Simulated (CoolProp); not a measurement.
Vapour-liquid equilibrium of CHF3 (R23) (1) + R143a (2) at 0.0471 MPa; x and y are mole fractions of (1).

Model: multi-fluid Helmholtz-energy mixture model, Penoncello 2003 and Lemmon and Jacobsen 2000; pair parameters Bell 2016, in CoolProp.

### Question
Give the bubble temperature and the first vapour's composition at x = 0.75, 0.85, 0.95. Is there an azeotrope?

### Answer
x = 0.75: -90.8 °C, y = 0.961; x = 0.85: -92.3 °C, y = 0.978; x = 0.95: -93.6 °C, y = 0.993. No azeotrope shows between x = 0.05 and 0.95.

The pair parameters rest on a limited set of measurements; away from them the model extrapolates. The gap from Raoult's law changes sign with composition, which may be real or a fault of the pair parameters; it wasn't checked against measurements.
